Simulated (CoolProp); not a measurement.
Properties of sulfur dioxide at several states (Tc = 430.6 K, pc = 7887 kPa, ω = 0.256).

The numbers come from the reference Helmholtz-energy equation of state, Gao 2016 in CoolProp.

| T (K) | p (kPa) | phase | Z | cv (kJ/(kg K)) | speed of sound (m/s) |
|---|---|---|---|---|---|
| 414.6 | 31700 | liquid | 0.5246 | 0.7588 | 656.5 |
| 501.8 | 27.9 | gas | 0.9993 | 0.5979 | 281.4 |
| 343 | 21.6 | gas | 0.9979 | 0.5195 | 235.6 |
